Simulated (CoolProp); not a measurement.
Model: reference Helmholtz-energy equation of state, McLinden 2020, in CoolProp.

**Question.** Give the vapour pressure (MPa), liquid density (kg/m³), vapour density (kg/m³), enthalpy of vaporisation (kJ/kg) of saturated R1336mzz(Z) at 1.85, 22.95 °C.

**Answer.** 
| T (°C) | p (MPa) | liquid density (kg/m³) | vapour density (kg/m³) | enthalpy of vaporisation (kJ/kg) |
|---|---|---|---|---|
| 1.85 | 0.0271 | 1420 | 1.98 | 179 |
| 22.95 | 0.0678 | 1370 | 4.71 | 169 |
